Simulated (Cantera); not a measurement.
A closed system holds: 1 mol HF, 0.023 mol O2, held at 2675 K and 10.0 mbar.

Equilibrium computed with Cantera from the NASA thermochemical tables; the gas is ideal and each condensed phase is pure. Candidate condensed phases: H2O; 22 gas species. The numbers say what is thermodynamically allowed, not how fast it happens.

Question: What is the equilibrium state?

Answer: 
```
Quantity       Result
----------  ---------
x(HF)           0.905
x(F)           0.0332
x(O)           0.0258
x(H)           0.0232
x(O2)         0.00631
x(OH)         0.00351
x(H2)         0.00202
x(H2O)        0.00122
gas amount  1.066 mol
```
